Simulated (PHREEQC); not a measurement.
Solution (25 °C): 0.14 mol TMAH, 7.9e-05 mol H3BO3 and 0.063 mol Na2CO3 per kg of water. Closed to the air; pH follows from the charge balance.

All values are PHREEQC results (ion-association model, phreeqc.dat), not measurements.

| quantity | before | after |
|---|---|---|
| pH | 12.97 | 12.69 |
| Na+ (mol/kgw) | 0.104 | 0.103 |
| CO3-2 (mol/kgw) | 0.0411 | 0.0398 |
| NaCO3- (mol/kgw) | 0.0219 | 0.0232 |

### Question
What was changed between the two runs?
A. TMAH replaced by (CH3)4NCl at the same molality
B. TMAH from 0.14 to 0.07 mol/kgw
C. H3BO3 left out
D. diluted 100-fold with water
E. TMAH replaced by (CH3)4NF at the same molality

### Answer
B, TMAH from 0.14 to 0.07 mol/kgw

Precipitation was switched off in this run. (CH3)4N+ isn't in the database: it is added as a free cation with an ion size of 4 Å.
